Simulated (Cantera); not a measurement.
Input (Python, Cantera) and output of one run.

```python
import numpy as np
import cantera as ct

gas_names = """
    B BN BO BO2 B2 B2O B2O2 B2O3 N NO NO2 NO3 N2 N2O O O2 O3
""".split()
cond_names = """
    B(b) B(L) BN(s) B2O3(L)
""".split()


# ... load() reads the species with a 1 bar reference pressure and builds the phases ...
atoms = {
    'B2O3': {'B': 2, 'O': 3},
    'N2': {'N': 2},
}
top_T = {'BN(s)': 3200}  # K; cautious upper limits of use, not melting points


# ... equilibrate(T, P, feed) seeds the gas with the atoms and calls Mixture.equilibrate('TP', solver="vcs", rtol=1e-11, max_steps=5000) ...
results = []
P = 16  # Pa
for T in [1150, 1250, 1350, 1450, 1550, 1650, 1750, 1850, 1950, 2050, 2150, 2250, 2350]:
    for m in [0.49, 0.88, 1.6, 2.8, 5, 8.9, 16, 29]:
        feed = {'B2O3': 1, 'N2': m}  # mol
        mix = equilibrate(T, P, feed)
        results.append((T, P, feed, dict(zip(mix.species_names, mix.species_moles))))

for T, P, feed, n in results:
    print(f"{T:7g} {feed['N2']:10.4g}  " + (" + ".join(c for c in cond_names if n.get(c, 0) > 1e-12) or "gas only"))
```

Result:

```
   1150       0.49  B2O3(L)
   1150       0.88  B2O3(L)
   1150        1.6  B2O3(L)
   1150        2.8  B2O3(L)
   1150          5  B2O3(L)
   1150        8.9  B2O3(L)
   1150         16  B2O3(L)
   1150         29  B2O3(L)
   1250       0.49  B2O3(L)
   1250       0.88  B2O3(L)
   1250        1.6  B2O3(L)
   1250        2.8  B2O3(L)
   1250          5  B2O3(L)
   1250        8.9  B2O3(L)
   1250         16  B2O3(L)
   1250         29  B2O3(L)
   1350       0.49  B2O3(L)
   1350       0.88  B2O3(L)
   1350        1.6  B2O3(L)
   1350        2.8  B2O3(L)
   1350          5  B2O3(L)
   1350        8.9  B2O3(L)
   1350         16  B2O3(L)
   1350         29  B2O3(L)
   1450       0.49  B2O3(L)
   1450       0.88  B2O3(L)
   1450        1.6  B2O3(L)
   1450        2.8  B2O3(L)
   1450          5  B2O3(L)
   1450        8.9  B2O3(L)
   1450         16  B2O3(L)
   1450         29  gas only
   1550       0.49  B2O3(L)
   1550       0.88  B2O3(L)
   1550        1.6  B2O3(L)
   1550        2.8  gas only
   1550          5  gas only
   1550        8.9  gas only
   1550         16  gas only
   1550         29  gas only
   1650       0.49  gas only
   1650       0.88  gas only
   1650        1.6  gas only
   1650        2.8  gas only
   1650          5  gas only
   1650        8.9  gas only
   1650         16  gas only
   1650         29  gas only
   1750       0.49  gas only
   1750       0.88  gas only
   1750        1.6  gas only
   1750        2.8  gas only
   1750          5  gas only
   1750        8.9  gas only
   1750         16  gas only
   1750         29  gas only
   1850       0.49  gas only
   1850       0.88  gas only
   1850        1.6  gas only
   1850        2.8  gas only
   1850          5  gas only
   1850        8.9  gas only
   1850         16  gas only
   1850         29  gas only
   1950       0.49  gas only
   1950       0.88  gas only
   1950        1.6  gas only
   1950        2.8  gas only
   1950          5  gas only
   1950        8.9  gas only
   1950         16  gas only
   1950         29  gas only
   2050       0.49  gas only
   2050       0.88  gas only
   2050        1.6  gas only
   2050        2.8  gas only
   2050          5  gas only
   2050        8.9  gas only
   2050         16  gas only
   2050         29  gas only
   2150       0.49  gas only
   2150       0.88  gas only
   2150        1.6  gas only
   2150        2.8  gas only
   2150          5  gas only
   2150        8.9  gas only
   2150         16  gas only
   2150         29  gas only
   2250       0.49  gas only
   2250       0.88  gas only
   2250        1.6  gas only
   2250        2.8  gas only
   2250          5  gas only
   2250        8.9  gas only
   2250         16  gas only
   2250         29  gas only
   2350       0.49  gas only
   2350       0.88  gas only
   2350        1.6  gas only
   2350        2.8  gas only
   2350          5  gas only
   2350        8.9  gas only
   2350         16  gas only
   2350         29  gas only
```

These are equilibrium values from Cantera (NASA tables, ideal gas, pure condensed phases), not measurements of a reactor.
